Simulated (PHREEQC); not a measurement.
Consider water at 25 °C with 0.016 mol/kgw Cu(BF4)2, 0.0011 mol/kgw HBF4 and 0.099 mol/kgw NaCl. Closed to the air; pH follows from the charge balance.

All values are PHREEQC results (ion-association model, phreeqc.dat), not measurements.

| Property | Value |
|---|---|
| pH | 2.68 |
| ionic strength | 0.146 mol/kgw |
| total alkalinity | -100 meq/kg |

```csv
species,molality,activity,log γ
Na+,0.0989,0.0756,-0.117
Cl-,0.0976,0.0721,-0.131
BF4-,0.0294,0.0223,-0.119
Cu+2,0.0144,0.00517,-0.445
HF,0.00531,0.00549,0.015
H+,0.00256,0.00207,-0.092
F-,0.00241,0.00177,-0.135
BF3OH-,0.00196,0.00149,-0.119
```

This is a speciation only: nothing precipitates in the calculation. Real BF4- forms and hydrolyses slowly; the run takes it at equilibrium.
